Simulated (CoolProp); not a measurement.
Water at 452.62 K and 1.58 MPa flows at 1.5 m/s in a round tube of 100 mm bore and 45 µm roughness, fully developed (64/Re and Nu = 3.66 if laminar; Colebrook and Gnielinski if turbulent). Each further row changes one setting.

Computed with CoolProp (reference Helmholtz-energy equation of state, Wagner 2002).

```json
[
 {"case": "as stated", "Reynolds number": "882000", "Darcy friction factor": "0.0169", "pressure drop (Pa/m)": "169", "heat-transfer coefficient (W/(m² K))": "12400", "mass flow (kg/h)": "37700"},
 {"case": "velocity 3 m/s", "Reynolds number": "1760000", "Darcy friction factor": "0.0166", "pressure drop (Pa/m)": "664", "heat-transfer coefficient (W/(m² K))": "24500", "mass flow (kg/h)": "(withheld)"},
 {"case": "diameter 200 mm", "Reynolds number": "1760000", "Darcy friction factor": "0.0146", "pressure drop (Pa/m)": "(withheld)", "heat-transfer coefficient (W/(m² K))": "(withheld)", "mass flow (kg/h)": "151000"}
]
```

**Question.** Complete the blanks.

**Answer.** 
- velocity 3 m/s, mass flow (kg/h): 75300
- diameter 200 mm, pressure drop (Pa/m): 72.9
- diameter 200 mm, heat-transfer coefficient (W/(m² K)): 10700

Viscosity comes from a separate model (Huber 2009). Thermal conductivity comes from a separate model (Huber 2012).
